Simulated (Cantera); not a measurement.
**Stirred combustor or abatement burner**

A perfectly stirred reactor is fed with 11.7 % CO, 3.74 % H2, 18.8 % O2, 65.8 % N2, equivalence ratio 0.41, at 120000 Pa; it is adiabatic with a 475 K inlet, and is followed from long to short residence time, starting on the burning branch (τ in s: 0.18, 0.059, 0.02, 0.0066, 0.0022, 0.00073, 0.00024, 8.2e-05, 2.7e-05, 9.1e-06).

Model: GRI-Mech 3.0 (53 species, 325 reactions), integrated in Cantera.

```tsv
τ (s)	T (K)	x CO	x H2	x O2	x HO2	x H2O2	x H2O
0.18	1728	0.000609	3.74e-5	0.120	1.37e-6	5.09e-8	0.0401
0.059	1720	0.00127	7.66e-5	0.120	2.60e-6	8.43e-8	0.0398
0.020	1706	0.00256	0.000152	0.121	4.85e-6	1.37e-7	0.0395
0.0066	1677	0.00517	0.000299	0.121	8.93e-6	2.28e-7	0.0389
0.0022	1624	0.0103	0.000560	0.123	1.57e-5	4.02e-7	0.0381
0.00073	1521	0.0211	0.00102	0.127	2.71e-5	8.38e-7	0.0369
0.00024	475	0.117	0.0374	0.188	<1e-12	<1e-12	<1e-12
8.2e-5	475	0.117	0.0374	0.188	<1e-12	<1e-12	<1e-12
2.7e-5	475	0.117	0.0374	0.188	<1e-12	<1e-12	<1e-12
9.1e-6	475	0.117	0.0374	0.188	<1e-12	<1e-12	<1e-12
```
x: mole fraction; the columns are a selection and need not sum to one.
